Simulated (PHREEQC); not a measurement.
## Reverse-osmosis permeate: an equilibrium model

A made-up water analysis in mg/kgw, 25 °C, pH 6.33, pe 9: Na 2.08; K 0.204; Ca 6.85; Mg 0.598; Cl 0.287; S(6) as SO4 20.6; Alkalinity as HCO3 4.55; Cd 0.853; Pb 0.216; Br 0.453.

Valence states are taken as typed.

Computed with PHREEQC (ion-association model, phreeqc.dat).

Each row changes one thing in this solution. This is a speciation only: nothing precipitates in the calculation.

```
case                                               CO2 (mol/kgw)  CaSO4 (mol/kgw)  MgSO4 (mol/kgw)  Pb+2 (mol/kgw)  CaHCO3+ (mol/kgw)  PbCO3 (mol/kgw)  SI of Otavite (CdCO3)  SI of Pb(OH)2 (Pb(OH)2)
-------------------------------------------------  -------------  ---------------  ---------------  --------------  -----------------  ---------------  ---------------------  -----------------------
as made                                                  7.58e-5          4.70e-6          8.85e-7         8.09e-7            1.38e-7          8.87e-8                  -1.24                    -1.64
temperature from 25 to 10 °C at the same typed pH        9.82e-5          4.23e-6          6.02e-7         8.29e-7            1.01e-7          6.34e-8                  -1.40                    -2.17
pH from 6.33 to 6.83 at the same alkalinity                    ?          4.70e-6          8.85e-7         6.50e-7            1.37e-7          2.23e-7                      ?                        ?
pH from 6.33 to 5.5 at the same alkalinity              0.000534          4.70e-6                ?         8.94e-7                  ?          1.51e-8                  -2.05                    -3.26
```

**Question.** Complete the blanks.

**Answer.** 
- pH from 6.33 to 6.83 at the same alkalinity, CO2 (mol/kgw): 2.38e-5
- pH from 6.33 to 6.83 at the same alkalinity, SI of Otavite (CdCO3): -0.75
- pH from 6.33 to 6.83 at the same alkalinity, SI of Pb(OH)2 (Pb(OH)2): -0.74
- pH from 6.33 to 5.5 at the same alkalinity, MgSO4 (mol/kgw): 8.84e-7
- pH from 6.33 to 5.5 at the same alkalinity, CaHCO3+ (mol/kgw): 1.44e-7

Away from 25 °C the constants follow the database's enthalpies or fits; those with neither stay at their 25 °C values.
